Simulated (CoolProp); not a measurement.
Properties of R11 along the isobar 8.52 MPa.

Model: reference Helmholtz-energy equation of state, Jacobsen 1992, in CoolProp.

| T (K) | phase | cp (kJ/(kg K)) | cv (kJ/(kg K)) | Prandtl number |
|---|---|---|---|---|
| 245.2 | liquid | 0.8335 | … | 6.86 |
| 257.4 | liquid | … | … | 6.10 |
| 269.6 | liquid | … | 0.5850 | 5.51 |
| 281.9 | liquid | … | 0.5899 | 5.04 |
| 294.1 | liquid | 0.8643 | 0.5947 | … |
| 306.3 | liquid | 0.8738 | 0.5995 | 4.36 |
| 318.6 | liquid | 0.8844 | 0.6043 | 4.10 |
| 330.8 | liquid | 0.8957 | … | 3.88 |
| 343 | liquid | … | 0.6138 | 3.69 |
| 355.2 | liquid | 0.9214 | 0.6186 | 3.53 |

Q: Fill in the missing entries.

A: 
- 245.2, cv (kJ/(kg K)): 0.5748
- 257.4, cp (kJ/(kg K)): 0.8402
- 257.4, cv (kJ/(kg K)): 0.5800
- 269.6, cp (kJ/(kg K)): 0.8475
- 281.9, cp (kJ/(kg K)): 0.8555
- 294.1, Prandtl number: 4.67
- 330.8, cv (kJ/(kg K)): 0.6091
- 343, cp (kJ/(kg K)): 0.9080

Viscosity comes from a separate model (Klein 1997), an estimate that may be off by 10 % or more. Thermal conductivity comes from a separate model (McLinden 2000), an estimate that may be off by 10 % or more.
